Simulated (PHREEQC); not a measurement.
Make-up at 25 °C: 0.013 mol/kgw CsOH and 0.00081 mol/kgw H3BO3. Closed to the air; pH follows from the charge balance.

Computed with PHREEQC (ion-association model, wateq4f.dat).

No solid was allowed to form.

### Question
Predict the pH.

### Answer
pH 12.03.

Species that the database lacks are ignored.
